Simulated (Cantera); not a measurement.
Cantera run:

```python
import numpy as np
import cantera as ct

gas_names = [...]  # 47 gases of nasa_gas.yaml made of Cl, H, N, O, Si
cond_names = """
    H2O(s) H2O(L) NH4CL(a) NH4CL(b) Si(cr) Si(L) SiO2(Lqz) SiO2(hqz) SiO2(L) Si2N2O(s) Si3N4(a)
""".split()


# ... load() reads the species with a 1 bar reference pressure and builds the phases ...
atoms = {
    'Si2Cl6': {'Si': 2, 'CL': 6},
    'N2': {'N': 2},
    'H2': {'H': 2},
    'H2O': {'H': 2, 'O': 1},
}
top_T = {'Si2N2O(s)': 2100, 'Si3N4(a)': 2400}  # K; cautious upper limits of use, not melting points


# ... equilibrate(T, P, feed) seeds the gas with the atoms and calls Mixture.equilibrate('TP', solver="vcs", rtol=1e-11, max_steps=5000) ...
results = []
feed = {'Si2Cl6': 1, 'N2': 58, 'H2': 0.11, 'H2O': 0.049}  # mol
P = 41  # Pa
for T in [975, 1000, 1025, 1050, 1075, 1100, 1125, 1150, 1175]:
    mix = equilibrate(T, P, feed)
    results.append((T, P, feed, dict(zip(mix.species_names, mix.species_moles))))

top = {s: max(r[3][s] / sum(r[3][g] for g in gas_names) for r in results) for s in gas_names}
cols = sorted((s for s in top if top[s] > 0.001), key=lambda s: -top[s])[:9]
seen = [c for c in cond_names if any(r[3].get(c, 0) > 1e-12 for r in results)]
print("log10 of partial pressures in bar; condensed amounts in mol")
print(f"{'T/K':>10s}" + "".join(f"{s[:9]:>10s}" for s in cols + seen))
for T, P, feed, n in results:
    ng = sum(n[g] for g in gas_names)
    print(f"{T:10.4g}" + "".join(f"{np.log10(max(n[s] / ng * P / 1e5, 1e-99)):10.3f}" for s in cols)
          + "".join(f"{n.get(c, 0):10.4g}" for c in seen))
```

Result:

```
log10 of partial pressures in bar; condensed amounts in mol
       T/K        N2     SiCL4       HCL     SiCL2     SiCL3 Si2N2O(s)  Si3N4(a)
       975    -3.400    -5.009    -5.663    -8.449    -7.455     0.049    0.1597
      1000    -3.400    -5.010    -5.663    -8.072    -7.233     0.049    0.1593
      1025    -3.400    -5.012    -5.663    -7.713    -7.022     0.049    0.1586
      1050    -3.400    -5.014    -5.663    -7.373    -6.823     0.049    0.1574
      1075    -3.400    -5.018    -5.663    -7.049    -6.633     0.049    0.1553
      1100    -3.400    -5.024    -5.663    -6.742    -6.455     0.049    0.1517
      1125    -3.400    -5.034    -5.663    -6.451    -6.288     0.049    0.1455
      1150    -3.401    -5.050    -5.663    -6.176    -6.132     0.049    0.1352
      1175    -3.401    -5.075    -5.664    -5.917    -5.991     0.049    0.1186
```

Method: chemical equilibrium by Gibbs-energy minimisation in Cantera with the NASA 1993 tables (ideal gas, pure condensed phases). The feed counts by its element totals alone. N2 is the only nitrogen source here; it is nearly inert below about 1500 K, so the nitride shown seldom forms there in practice. Mutual solubility and eutectic melting of coexisting phases are not modelled. The tables' values for SiCl3 are old estimates; treat these amounts as uncertain.
